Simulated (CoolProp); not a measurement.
The fluid at 392.56 K and 0.876 MPa (stagnation) flows isentropically through a choked orifice. The same conditions are run with several fluids, on thermodynamics alone (safety and materials aside).

The numbers come from the reference Helmholtz-energy equation of state of each fluid (R124: de Vries 1995; R507A: Lemmon 2003; hydrogen sulfide: Lemmon 2006; n-perfluorobutane: Gao 2022; n-butane: Bücker 2006) in CoolProp. Blends and air are pseudo-pure fits.

Q: Rank R124, R507A, hydrogen sulfide, n-perfluorobutane, n-butane by throat to inlet pressure ratio, highest first.

A: n-perfluorobutane (0.614), n-butane (0.602), R124 (0.598), R507A (0.591), hydrogen sulfide (0.543)

```json
[
 {"fluid": "R124", "mass flux (kg/(m² s))": "3640", "throat temperature (K)": "376.2"},
 {"fluid": "R507A", "mass flux (kg/(m² s))": "3080", "throat temperature (K)": "374.2"},
 {"fluid": "hydrogen sulfide", "mass flux (kg/(m² s))": "1920", "throat temperature (K)": "338.8"},
 {"fluid": "n-perfluorobutane", "mass flux (kg/(m² s))": "4760", "throat temperature (K)": "383.7"},
 {"fluid": "n-butane", "mass flux (kg/(m² s))": "2380", "throat temperature (K)": "376.7"}
]
```
